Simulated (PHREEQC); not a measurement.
Make-up at 25 °C: 28 mmol/kgw ZnSO4, 0.86 mmol/kgw H2SO4 and 15 mmol/kgw NaCl. Closed to the air; pH follows from the charge balance.

Equilibrium calculation in PHREEQC: ion-association model, phreeqc.dat.

```csv
quantity,before,after
pH,3.06,3.04
ionic strength (mol/kgw),0.0835,0.225
Zn+2 (mol/kgw),0.0169,0.0190
SO4-2 (mol/kgw),0.0157,0.0173
ZnSO4 (mol/kgw),0.00958,0.00585
Zn(SO4)2-2 (mol/kgw),0.00125,0.000799
SI of Halite (NaCl),-5.45,-3.52
```

Problem. Name the change that produced these shifts.
A) ZnSO4 from 0.028 to 0.0028 mol/kgw
B) temperature from 25 to 65 °C
C) NaCl from 0.015 to 0.15 mol/kgw
D) ZnSO4 from 0.028 to 0.28 mol/kgw
E) temperature from 25 to 15 °C

Solution. C, NaCl from 0.015 to 0.15 mol/kgw

No solid was allowed to form.
